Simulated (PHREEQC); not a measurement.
## Buffer (model solution)

Dissolve 0.0086 mol HF, 0.02 mol NaF and 0.052 mol LiCl per kg of water at 25 °C. Closed to the air; pH follows from the charge balance.

The numbers come from PHREEQC with the ion-association model, phreeqc.dat.

```json
{
  "pH": "3.48",
  "ionic_strength": "0.0723 mol/kgw",
  "specific_conductance": "6970 µS/cm",
  "density": "0.999 g/cm³",
  "total_alkalinity": "-8.60 meq/kg"
}
```

| species | molality | activity | log γ |
|---|---|---|---|
| Cl- | 0.0520 | 0.0411 | -0.103 |
| Li+ | 0.0520 | 0.0423 | -0.090 |
| Na+ | 0.0199 | 0.0160 | -0.095 |
| F- | 0.0197 | 0.0155 | -0.105 |
| HF | 0.00763 | 0.00775 | 0.007 |
| HF2- | 0.000575 | 0.000460 | -0.097 |
| H+ | 0.000399 | 0.000334 | -0.076 |
| NaF | 0.000140 | 0.000142 | 0.007 |

This is a speciation only: nothing precipitates in the calculation. Complexes and solids missing from the database can't appear.
